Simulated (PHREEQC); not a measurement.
Consider water at 25 °C with 0.0021 mol/kgw HF, 4.3e-05 mol/kgw (NH4)2SiF6 and 0.007 mol/kgw HBF4. It is in equilibrium with CO2 at log p = 0 (atm). Otherwise closed; pH follows from the charge balance.

The numbers come from PHREEQC with the ion-association model, wateq4f.dat.

Question: The ionic strength comes out as 0.00687 mol/kgw. What activity coefficients do BF3OH-, NH4+, HF2-, BF2(OH)2-, SiF6-2 get?

Answer: BF3OH- 0.91, NH4+ 0.92, HF2- 0.91, BF2(OH)2- 0.91, SiF6-2 0.71.

Precipitation was switched off in this run. Complexes and solids missing from the database can't appear. SiF6-2 is the database's only silicon fluoride. Real BF4- forms and hydrolyses slowly; the run takes it at equilibrium.
